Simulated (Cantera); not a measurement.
A Cantera script and what it prints.

```python
import numpy as np
import cantera as ct

gas_names = """
    CL CLO CL2 H HCL HOCL HO2 H2 H2O H2O2 Li LiCL LiH LiO LiOH Li2 Li2CL2 Li2O Li2O2 Li2O2H2 Li3CL3 O OH
    O2 O3
""".split()
cond_names = """
    H2O(s) H2O(L) Li(cr) Li(L) LiCL(s) LiCL(L) LiH(s) LiH(L) LiOH(s) LiOH(L) Li2O(s) Li2O(L)
""".split()


# ... load() reads the species with a 1 bar reference pressure and builds the phases ...
atoms = {
    'LiCl': {'Li': 1, 'CL': 1},
    'O2': {'O': 2},
    'H2': {'H': 2},
}
top_T = {}  # K; cautious upper limits of use, not melting points


# ... equilibrate(T, P, feed) seeds the gas with the atoms and calls Mixture.equilibrate('TP', solver="vcs", rtol=1e-11, max_steps=5000) ...
results = []
feed = {'LiCl': 1, 'O2': 0.071, 'H2': 15}  # mol
T = 1675  # K
P = 15  # Pa
mix = equilibrate(T, P, feed)
results.append((T, P, feed, dict(zip(mix.species_names, mix.species_moles))))
print(gas.report(threshold=1e-05))
for i in range(1, mix.n_phases):
    print(f"{mix.phase(i).name:16s} {mix.phase_moles(i):12.5e} mol")
```

Result:

```
       temperature   1675 K
          pressure   15 Pa
           density   5.0117e-06 kg/m^3
  mean mol. weight   4.6531 kg/kmol
   phase of matter   gas

                          1 kg             1 kmol
                     ---------------   ---------------
          enthalpy        6.6706e+06        3.1039e+07  J
   internal energy        3.6776e+06        1.7112e+07  J
           entropy             56904        2.6478e+05  J/K
    Gibbs function       -8.8643e+07       -4.1246e+08  J
 heat capacity c_p            7165.2             33340  J/K
 heat capacity c_v            5378.3             25026  J/K

                      mass frac. Y      mole frac. X     chem. pot. / RT
                     ---------------   ---------------   ---------------
                CL        0.00017938        2.3545e-05           -33.057
                 H         0.0019666         0.0090783           -13.911
               HCL          0.023869         0.0030464           -46.968
                H2            0.3973             0.917           -27.822
               H2O          0.033794         0.0087286           -57.631
                Li          0.004444         0.0029796           -22.134
              LiCL           0.53797          0.059052           -55.191
              LiOH        0.00045561        8.8529e-05           -65.853
     [  +17 minor]        2.2651e-05         6.275e-06

Li(L)             0.00000e+00 mol
LiCL(L)           0.00000e+00 mol
LiH(L)            0.00000e+00 mol
LiOH(L)           0.00000e+00 mol
Li2O(s)           0.00000e+00 mol
```

These are equilibrium values from Cantera (NASA tables, ideal gas, pure condensed phases), not measurements of a reactor.
